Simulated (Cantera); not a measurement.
Input: 1 mol Si, 0.012 mol O₂, 21 mol H₂, 0.035 mol H₂O, at 1600 °C and 1.00 bar.

Method: chemical equilibrium by Gibbs-energy minimisation in Cantera with the NASA 1993 tables (ideal gas, pure condensed phases). Candidate condensed phases: H₂O, Si, SiO₂; 18 gas species. Gases not in the tables: Si₂H₆ and higher silanes. Rates play no part.

Base state: H₂ 0.996, SiO 0.00279, H 0.000644, SiH₂ 4.89e-5 (mole fractions); condensed: Si(l).

Problem. What changes in the equilibrium state with this change: temperature from 1600 °C to 1800 °C?

Solution. 
| species | before | after |
|---|---|---|
| H₂ | 0.996 | 0.994 |
| SiO | 0.00279 | 0.00279 |
| H | 0.000644 | 0.00262 |
| SiH₂ | 4.89e-5 | 0.000158 |
| Si | 8.82e-6 | 9.97e-5 |
| SiH | 8.20e-6 | 5.72e-5 |
| Si(l), mol | 0.940 | 0.934 |
